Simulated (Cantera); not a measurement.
An isothermal, constant-pressure homogeneous reactor starts with C2H6 : H2 = 1 : 2.8 (molar parts), at 1475 K and 1.00 bar. Integrator tolerance rtol = 1e-08.

Model: GRI-Mech 3.0 (53 species, 325 reactions), integrated in Cantera. GRI-Mech 3.0 stops at C3 and has no aromatics, soot or wall deposition, so with more carbon than oxygen in the feed, carbon stays in small species such as C2H2 where larger ones or solid carbon would form.

| quantity | before | after |
|---|---|---|
| x(C2H6) at 6.00 s | 0.000165 (gas-phase equilibrium 0.000165) | 0.0921 (gas-phase equilibrium 0.000156) |
| x(H2) at 6.00 s | 0.694 (gas-phase equilibrium 0.694) | 0.732 (gas-phase equilibrium 0.474) |
| x(C2H2) at 6.00 s | 0.0902 (gas-phase equilibrium 0.0902) | 0.000847 (gas-phase equilibrium 3.35e-6) |
| x(C2H) at 6.00 s | 2.27e-9 (gas-phase equilibrium 2.27e-9) | <1e-12 (gas-phase equilibrium <1e-12) |
| x(C2H4) at 6.00 s | 0.0227 (gas-phase equilibrium 0.0227) | 0.107 (gas-phase equilibrium 0.000279) |

Task: Name the change that produced these shifts.
A) temperature 1475 to 1125 K
B) pressure from 1.00 bar to 1.88 Torr
C) temperature 1475 to 1050 K
D) temperature 1475 to 1225 K

Result: C, temperature 1475 to 1050 K
